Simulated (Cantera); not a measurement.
A closed system holds: 1 mol Fe, 1.8 mol CO, 3.3 mol SO₂, at 923.15 K and 10000 Pa.

Cantera equilibrium calculation (NASA polynomials, part measured and part estimated; ideal gas, pure solids and liquids). Candidate condensed phases: C, Fe, Fe(CO)₅, FeO, FeS, FeSO₄, FeS₂, Fe₂O₃, Fe₂(SO₄)₃, Fe₃O₄, S; 25 gas species. FeS: taken at fixed stoichiometry. Gases not in the tables: S₃ to S₇. Rates play no part.

Base state: SO₂ 0.551, CO₂ 0.431, S₂ 0.0163, S₂O 0.00115, CO 0.000278, COS 0.000119 (mole fractions); condensed: FeS(s) + Fe₃O₄(s).

Q: What changes in the equilibrium state with this change: temperature from 923.15 K to 1075 K?

A: 
```csv
species,before,after
SO₂,0.551,0.536
CO₂,0.431,0.427
S₂,0.0163,0.0329
SO,9.20e-6,0.000101
CO,0.000278,0.00217
COS,0.000119,0.000251
"FeS(s), mol",0.853,0.764
"Fe₃O₄(s), mol",0.0489,0.0786
```
Mutual solubility and eutectic melting of coexisting phases are not modelled.

Q: What changes in the equilibrium state with this change: temperature from 923.15 K to 1225 K?

A: 
```csv
species,before,after
SO₂,0.551,0.515
CO₂,0.431,0.416
S₂,0.0163,0.0550
SO,9.20e-6,0.000597
CO,0.000278,0.00981
COS,0.000119,0.000431
S₂O,0.00115,0.00245
"FeS(s), mol",0.853,0.638
"Fe₃O₄(s), mol",0.0489,0.121
```
Mutual solubility and eutectic melting of coexisting phases are not modelled.

Q: What changes in the equilibrium state with this change: pressure from 10000 Pa to 100000 Pa?

A: 
```csv
species,before,after
SO₂,0.551,0.556
CO₂,0.431,0.432
S₂,0.0163,0.0103
CO,0.000278,0.000139
S₂O,0.00115,0.00147
COS,0.000119,0.000150
"FeS(s), mol",0.853,0.882
"Fe₃O₄(s), mol",0.0489,0.0393
```
